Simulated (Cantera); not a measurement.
# Dilute partial oxidation

A perfectly stirred reactor is fed with CH3OH : O2 : N2 = 0.0025 : 0.00073 : 1 (molar parts), equivalence ratio 5.1, at 728 Torr; it is held at 975 K, and followed from long to short residence time.

Computed with Cantera and GRI-Mech 3.0 (53 species, 325 reactions). GRI-Mech 3.0 was tuned for natural gas; its chemistry of methanol as a main component is partial and can be far from experiment.

| τ (s) | x CH3OH | x O2 | x C2H2 | x CO | x C2H6 | x C2H4 | x HCO |
|---|---|---|---|---|---|---|---|
| 2.1 | 0.000374 | 0.000122 | <1e-12 | 0.00182 | 6.37e-12 | 1.33e-11 | 2.49e-9 |
| 0.60 | 0.000740 | 0.000180 | <1e-12 | 0.00142 | 6.39e-12 | 8.64e-12 | 6.48e-9 |
| 0.17 | 0.00152 | 0.000381 | <1e-12 | 0.000595 | <1e-12 | <1e-12 | 8.80e-9 |
| 0.049 | 0.00249 | 0.000728 | <1e-12 | 2.80e-10 | <1e-12 | <1e-12 | <1e-12 |
| 0.014 | 0.00249 | 0.000728 | <1e-12 | 7.98e-11 | <1e-12 | <1e-12 | <1e-12 |
| 0.0039 | 0.00249 | 0.000728 | <1e-12 | 2.22e-11 | <1e-12 | <1e-12 | <1e-12 |
| 0.0011 | 0.00249 | 0.000728 | <1e-12 | 6.17e-12 | <1e-12 | <1e-12 | <1e-12 |
| 0.00031 | 0.00249 | 0.000728 | <1e-12 | 1.67e-12 | <1e-12 | <1e-12 | <1e-12 |
x: mole fraction; the columns are a selection and need not sum to one.
